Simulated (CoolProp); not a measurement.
Properties of sulfur dioxide along the isobar 10600 kPa.

Values from CoolProp's reference Helmholtz-energy equation of state, Gao 2016.

```csv
T (K),phase,density (kg/m³),cp (kJ/(kg K)),speed of sound (m/s)
213.9,liquid,(withheld),1.365,1266
225.4,liquid,1570,1.356,1220
236.9,liquid,1542,1.350,(withheld)
248.3,liquid,1514,1.346,1131
259.8,liquid,1486,1.345,(withheld)
271.3,liquid,(withheld),1.347,1041
282.8,liquid,(withheld),1.352,(withheld)
294.3,liquid,(withheld),1.359,950.4
305.8,liquid,1368,1.370,905.0
317.3,liquid,(withheld),1.384,859.0
328.7,liquid,1304,1.402,812.8
340.2,liquid,1270,1.425,765.2
351.7,liquid,1234,1.454,716.5
```

Task: Complete the blanks.

Result: 
- 213.9, density (kg/m³): 1598
- 236.9, speed of sound (m/s): 1175
- 259.8, speed of sound (m/s): 1086
- 271.3, density (kg/m³): 1457
- 282.8, density (kg/m³): 1428
- 282.8, speed of sound (m/s): 995.6
- 294.3, density (kg/m³): 1398
- 317.3, density (kg/m³): 1336
